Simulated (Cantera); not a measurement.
A Cantera script and what it prints.

```python
import numpy as np
import cantera as ct

gas_names = """
    CL CL2 H HCL H2 Si SiCL SiCL2 SiCL3 SiCL4 SiH SiHCL3 SiH2 SiH2CL2 SiH3 SiH3CL SiH4 Si2 Si3
""".split()
cond_names = """
    Si(cr) Si(L)
""".split()


# ... load() reads the species with a 1 bar reference pressure and builds the phases ...
atoms = {
    'Si': {'Si': 1},
    'Cl2': {'CL': 2},
    'H2': {'H': 2},
}
top_T = {}  # K; cautious upper limits of use, not melting points


# ... equilibrate(T, P, feed) seeds the gas with the atoms and calls Mixture.equilibrate('TP', solver="vcs", rtol=1e-11, max_steps=5000) ...
results = []
T = 1698.15  # K
P = 410  # Pa
for m in [3.1, 3.5, 4, 4.6, 5.2, 5.9, 6.8, 7.8, 8.8, 10, 12, 13, 15]:
    feed = {'Si': 1, 'Cl2': 1.3, 'H2': m}  # mol
    mix = equilibrate(T, P, feed)
    results.append((T, P, feed, dict(zip(mix.species_names, mix.species_moles))))
    x = sorted(zip(gas.X, gas.species_names), reverse=True)
    print(f"T = {T:g} K  P = {P:g} Pa  n(H2) = {m:g} mol  gas = {mix.phase_moles(0):.4g} mol")
    print("   x: " + "  ".join(f"{s} {v:.3e}" for v, s in x if v > 0.0001))
    print("   condensed (mol): " + ("  ".join(f"{mix.phase(i).name} {mix.phase_moles(i):.4g}"
          for i in range(1, mix.n_phases) if mix.phase_moles(i) > 1e-12) or "none"))
```

It prints:

```
T = 1698.15 K  P = 410 Pa  n(H2) = 3.1 mol  gas = 4.401 mol
   x: H2 6.115e-01  SiCL2 1.991e-01  HCL 1.841e-01  SiCL3 2.439e-03  H 1.768e-03  CL 4.141e-04  SiCL 3.974e-04  Si 1.606e-04
   condensed (mol): Si(L) 0.11
T = 1698.15 K  P = 410 Pa  n(H2) = 3.5 mol  gas = 4.802 mol
   x: H2 6.390e-01  SiCL2 1.781e-01  HCL 1.780e-01  SiCL3 2.063e-03  H 1.808e-03  CL 3.916e-04  SiCL 3.759e-04  Si 1.606e-04
   condensed (mol): Si(L) 0.1317
T = 1698.15 K  P = 410 Pa  n(H2) = 4 mol  gas = 5.303 mol
   x: H2 6.680e-01  HCL 1.707e-01  SiCL2 1.568e-01  H 1.848e-03  SiCL3 1.703e-03  CL 3.674e-04  SiCL 3.526e-04  Si 1.606e-04
   condensed (mol): Si(L) 0.1565
T = 1698.15 K  P = 410 Pa  n(H2) = 4.6 mol  gas = 5.904 mol
   x: H2 6.968e-01  HCL 1.626e-01  SiCL2 1.364e-01  H 1.888e-03  SiCL3 1.382e-03  CL 3.427e-04  SiCL 3.289e-04  Si 1.606e-04
   condensed (mol): Si(L) 0.1834
T = 1698.15 K  P = 410 Pa  n(H2) = 5.2 mol  gas = 6.505 mol
   x: H2 7.207e-01  HCL 1.552e-01  SiCL2 1.201e-01  H 1.920e-03  SiCL3 1.142e-03  CL 3.216e-04  SiCL 3.086e-04  Si 1.606e-04
   condensed (mol): Si(L) 0.2077
T = 1698.15 K  P = 410 Pa  n(H2) = 5.9 mol  gas = 7.207 mol
   x: H2 7.440e-01  HCL 1.474e-01  SiCL2 1.049e-01  H 1.951e-03  SiCL3 9.328e-04  CL 3.006e-04  SiCL 2.885e-04  Si 1.606e-04
   condensed (mol): Si(L) 0.2334
T = 1698.15 K  P = 410 Pa  n(H2) = 6.8 mol  gas = 8.108 mol
   x: H2 7.684e-01  HCL 1.385e-01  SiCL2 8.966e-02  H 1.982e-03  SiCL3 7.369e-04  CL 2.779e-04  SiCL 2.667e-04  Si 1.606e-04
   condensed (mol): Si(L) 0.2631
T = 1698.15 K  P = 410 Pa  n(H2) = 7.8 mol  gas = 9.11 mol
   x: H2 7.902e-01  HCL 1.298e-01  SiCL2 7.662e-02  H 2.010e-03  SiCL3 5.821e-04  CL 2.569e-04  SiCL 2.465e-04  Si 1.606e-04
   condensed (mol): Si(L) 0.2925
T = 1698.15 K  P = 410 Pa  n(H2) = 8.8 mol  gas = 10.11 mol
   x: H2 8.081e-01  HCL 1.223e-01  SiCL2 6.646e-02  H 2.033e-03  SiCL3 4.702e-04  CL 2.392e-04  SiCL 2.296e-04  Si 1.606e-04
   condensed (mol): Si(L) 0.3188
T = 1698.15 K  P = 410 Pa  n(H2) = 10 mol  gas = 11.31 mol
   x: H2 8.256e-01  HCL 1.144e-01  SiCL2 5.692e-02  H 2.055e-03  SiCL3 3.727e-04  CL 2.214e-04  SiCL 2.125e-04  Si 1.606e-04
   condensed (mol): Si(L) 0.3471
T = 1698.15 K  P = 410 Pa  n(H2) = 12 mol  gas = 13.32 mol
   x: H2 8.483e-01  HCL 1.034e-01  SiCL2 4.530e-02  H 2.083e-03  SiCL3 2.646e-04  CL 1.975e-04  SiCL 1.895e-04  Si 1.606e-04
   condensed (mol): Si(L) 0.388
T = 1698.15 K  P = 410 Pa  n(H2) = 13 mol  gas = 14.32 mol
   x: H2 8.575e-01  HCL 9.877e-02  SiCL2 4.087e-02  H 2.094e-03  SiCL3 2.268e-04  CL 1.876e-04  SiCL 1.800e-04  Si 1.606e-04
   condensed (mol): Si(L) 0.4061
T = 1698.15 K  P = 410 Pa  n(H2) = 15 mol  gas = 16.32 mol
   x: H2 8.726e-01  HCL 9.070e-02  SiCL2 3.387e-02  H 2.113e-03  SiCL3 1.711e-04  CL 1.708e-04  SiCL 1.639e-04  Si 1.606e-04
   condensed (mol): Si(L) 0.4386
```

Equilibrium computed with Cantera from the NASA thermochemical tables; the gas is ideal and each condensed phase is pure. The tables' values for SiCl3, SiCl are old estimates; treat these amounts as uncertain. Gases not in the tables: Si2H6 and higher silanes.
